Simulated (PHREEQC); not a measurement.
# Metal-bearing waste water: an equilibrium model

Solution (25 °C): 0.0051 mol/kgw CuSO4, 6.1e-05 mol/kgw ZnCl2 and 0.0015 mol/kgw NaHCO3. Closed to the air; pH follows from the charge balance.

All values are PHREEQC results (ion-association model, wateq4f.dat), not measurements.

| Property | Result |
|---|---|
| pH | 5.97 |
| ionic strength | 0.0161 mol/kgw |
| total alkalinity | 1.50 meq/kg |

```csv
species,molality,activity,log γ
SO4-2,0.00408,0.00249,-0.215
Cu+2,0.00312,0.00194,-0.207
Na+,0.00148,0.00131,-0.054
CuSO4,0.000981,0.000985,0.002
CO2,0.000705,0.000708,0.002
HCO3-,0.000333,0.000295,-0.053
CuHCO3+,0.000325,0.000287,-0.055
Cu2(OH)2+2,0.000240,0.000145,-0.220
CuCO3,0.000135,0.000135,0.002
Cl-,0.000121,0.000107,-0.056
Zn+2,4.35e-5,2.70e-5,-0.207
Cu(OH)2,3.55e-5,3.56e-5,0.002
CuOH+,2.07e-5,1.82e-5,-0.056
NaSO4-,1.84e-5,1.63e-5,-0.053
ZnSO4,1.57e-5,1.58e-5,0.002
```

This is a speciation only: nothing precipitates in the calculation. Saturation is exceeded, for instance for Malachite, Brochantite; the values hold only as long as no solid forms.
